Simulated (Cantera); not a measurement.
Feed: 1 mol Pb, 3.3 mol CO, 0.16 mol N2, at 1323 K and 0.250 bar.

Cantera equilibrium calculation (NASA polynomials, part measured and part estimated; ideal gas, pure solids and liquids). Candidate condensed phases: C, Pb, PbO, PbO2, Pb3O4; 27 gas species. Equilibrium is a limit: real reactors are often held back by kinetics, nucleation or transport.

Base state: CO 0.939, N2 0.0456, Pb 0.0141, CO2 0.000872 (mole fractions); condensed: C(graphite) + Pb(l).

What changes in the equilibrium state with this change: temperature from 1323 K to 1025 K?


| species | before | after |
|---|---|---|
| CO | 0.939 | 0.883 |
| CO2 | 0.000872 | 0.0671 |
| N2 | 0.0456 | 0.0493 |
| Pb | 0.0141 | 0.000111 |
| C(graphite), mol | 0.00306 | 0.218 |
| Pb(l), mol | 0.951 | 1.000 |

What changes in the equilibrium state with this change: pressure from 0.250 bar to 8.80 bar?


```tsv
species	before	after
CO	0.939	0.922
N2	0.0456	0.0476
CO2	0.000872	0.0296
Pb	0.0141	0.000400
C(graphite), mol	0.00306	0.0995
Pb(l), mol	0.951	0.999
```
